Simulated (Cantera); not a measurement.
# Fluorocarbon and chlorocarbon gases: CHF3 + F2 + H2

Feed: 1 mol CHF3, 1.8 mol F2, 0.56 mol H2, held at 0.255 Torr.

Method: chemical equilibrium by Gibbs-energy minimisation in Cantera with the NASA 1993 tables (ideal gas, pure condensed phases). Candidate condensed phases: C, C6H6, C7H8, C8H18; 95 gas species. Condensed phases not in the tables: fluorocarbon polymer. Gases not in the tables: C2F6 and larger saturated fluorocarbons. Kinetics and transport are ignored.

From 673 K to 1023 K nothing is condensed. The main C-bearing gas is CF4 throughout.

```tsv
T (K)	x HF	x CF4	x F	x F2	x H2F2
673	0.627	0.296	0.0114	0.0653	2.96e-8
723	0.622	0.293	0.0289	0.0560	2.02e-8
773	0.612	0.289	0.0587	0.0400	1.42e-8
823	0.602	0.284	0.0932	0.0215	1.04e-8
873	0.594	0.280	0.117	0.00862	7.88e-9
923	0.591	0.279	0.128	0.00300	6.26e-9
973	0.590	0.278	0.131	0.00106	5.13e-9
1023	0.589	0.278	0.133	0.000398	4.30e-9
```
x: gas mole fraction; nothing condenses.
